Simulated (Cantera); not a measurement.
Charge: 1 mol Al2O3, 0.19 mol H2O, at 750 K and 10000 Pa.

Equilibrium computed with Cantera from the NASA thermochemical tables; the gas is ideal and each condensed phase is pure. Candidate condensed phases: Al, Al2O3, H2O; 19 gas species. Kinetics and transport are ignored.

Problem. What is the equilibrium state?

Solution. 
- x(H2O) = 1.00
- n(Al2O3(s)) = 1.00 mol
- gas amount = 0.1900 mol
- log10 activity of Al(s) (absent) = -42.33
